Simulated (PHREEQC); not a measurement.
Model water analysis in mg/kgw, 27 °C, pH 7.39, pe -1.6:

| constituent | mg/kgw |
|---|---|
| Na | 18.3 |
| K | 9.89 |
| Ca | 24.9 |
| Mg | 3.67 |
| Cl | 45.3 |
| S(6) as SO4 | 24 |
| Alkalinity as HCO3 | 55.8 |
| Mn(2) | 0.072 |
| Sr | 0.298 |

Valence states are taken as typed.

The numbers come from PHREEQC with the ion-association model, phreeqc.dat.

### Question
The ionic strength comes out as 0.00358 mol/kgw. What activity coefficients do Sr+2, HCO3-, CaHCO3+, SO4-2, Cl- get?

### Answer
Sr+2 0.77, HCO3- 0.94, CaHCO3+ 0.94, SO4-2 0.77, Cl- 0.94.

This is a speciation only: nothing precipitates in the calculation. Species that the database lacks are ignored.
